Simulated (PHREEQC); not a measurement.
A solution holds 0.014 mol NH3, 6.5e-05 mol CO2 and 0.0074 mol K2CO3 per kg of water, at 20 °C. Closed to the air; pH follows from the charge balance.

All values are PHREEQC results (ion-association model, phreeqc.dat), not measurements.

The ionic strength comes out as 0.0218 mol/kgw. What activity coefficients do CO3-2, OH-, NH4+, K+, HCO3- get?

CO3-2 0.58, OH- 0.86, NH4+ 0.86, K+ 0.86, HCO3- 0.87.

This is a speciation only: nothing precipitates in the calculation. Species that the database lacks are ignored.
